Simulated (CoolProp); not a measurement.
CH2F2 (R32) at 298.15 K and 0.336 MPa is compressed adiabatically to 0.583 MPa with isentropic efficiency 0.7. Each further row changes one setting.

Model: reference Helmholtz-energy equation of state, Tillner-Roth 1997, in CoolProp.

```tsv
case	work (kJ/kg)	final temperature (K)	final density (kg/m³)
as stated	…	…	…
efficiency 1	…	…	…
efficiency 0.65	40.7	…	…
```

**Question.** Complete the blanks.

**Answer.** 
- as stated, work (kJ/kg): 37.8
- as stated, final temperature (K): 343.5
- as stated, final density (kg/m³): 11.1
- efficiency 1, work (kJ/kg): 26.5
- efficiency 1, final temperature (K): 331.7
- efficiency 1, final density (kg/m³): 11.6
- efficiency 0.65, final temperature (K): 346.5
- efficiency 0.65, final density (kg/m³): 11.0
